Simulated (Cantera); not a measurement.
Charge: 1 mol Si₃N₄, 0.093 mol CO₂, 9.2 mol N₂, equilibrated at 0.0615 Torr.

Method: chemical equilibrium by Gibbs-energy minimisation in Cantera with the NASA 1993 tables (ideal gas, pure condensed phases). Candidate condensed phases: C, Si, SiC, SiO₂, Si₂N₂O, Si₃N₄; 34 gas species. Mutual solubility and eutectic melting of coexisting phases are not modelled. The tables' values for SiN are old estimates; treat these amounts as uncertain. Rates play no part.

x: gas mole fraction; n: condensed amount in mol.

| T (°C) | x N₂ | x Si | x SiO | x CO | x Si₂C | x Si₂ | n Si(l) | n SiC(s) |
|---|---|---|---|---|---|---|---|---|
| 1602 | 0.871 | 0.110 | 0.0124 | 0.00204 | 0.00172 | 0.000829 | 1.29 | 0.0446 |
| 1627 | 0.827 | 0.154 | 0.0116 | 0.00219 | 0.00270 | 0.00124 | 0.596 | 0.0268 |
| 1652 | 0.791 | 0.189 | ? | ? | ? | ? | 0 | 0 |
| 1677 | 0.790 | 0.192 | 0.00947 | 0.00365 | 0.00288 | 0.00117 | 0 | 0 |
| 1702 | 0.788 | 0.195 | 0.00868 | 0.00441 | 0.00211 | 0.000941 | 0 | 0 |
| 1727 | 0.787 | 0.197 | 0.00802 | 0.00505 | 0.00146 | 0.000760 | 0 | 0 |
| 1752 | 0.786 | 0.199 | 0.00751 | 0.00554 | 0.000960 | 0.000614 | 0 | 0 |
| 1777 | 0.785 | 0.200 | 0.00715 | 0.00589 | 0.000608 | 0.000496 | 0 | 0 |
| 1802 | 0.785 | 0.201 | 0.00690 | 0.00613 | 0.000373 | 0.000402 | 0 | 0 |
| 1827 | 0.784 | 0.202 | 0.00675 | 0.00628 | 0.000226 | 0.000326 | 0 | 0 |
| 1852 | 0.784 | 0.202 | 0.00666 | 0.00637 | ? | ? | 0 | 0 |
| 1877 | 0.784 | 0.202 | 0.00660 | 0.00642 | 8.09e-5 | 0.000217 | 0 | 0 |

**Question.** Complete the blanks.

**Answer.** 
- 1652, x SiO: 0.0103
- 1652, x CO: 0.00283
- 1652, x Si₂C: 0.00372
- 1652, x Si₂: 0.00144
- 1852, x Si₂C: 0.000135
- 1852, x Si₂: 0.000265
